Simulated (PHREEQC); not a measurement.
Consider water at 25 °C with 0.063 mol Na2HPO4 per kg of water. Closed to the air; pH follows from the charge balance.

Computed with PHREEQC (ion-association model, wateq4f.dat).

```json
[
 {"quantity": "pH", "before": "9.24", "after": "8.60"},
 {"quantity": "ionic strength (mol/kgw)", "before": "0.181", "after": "0.192"},
 {"quantity": "Na+ (mol/kgw)", "before": "0.122", "after": "0.134"},
 {"quantity": "HPO4-2 (mol/kgw)", "before": "0.0583", "after": "0.0575"},
 {"quantity": "NaHPO4- (mol/kgw)", "before": "0.00425", "after": "0.00451"},
 {"quantity": "H2PO4- (mol/kgw)", "before": "0.000222", "after": "0.000930"}
]
```

Q: What was changed between the two runs?
A. Na2HPO4 from 0.063 to 0.0063 mol/kgw
B. Na2HPO4 from 0.063 to 0.0126 mol/kgw
C. 0.0016 mol/kgw KHCO3 added
D. 0.013 mol/kgw NaHCO3 added

A: D, 0.013 mol/kgw NaHCO3 added

This is a speciation only: nothing precipitates in the calculation. H3PO4, which wateq4f.dat lacks, is added to it with the constant of phreeqc.dat.
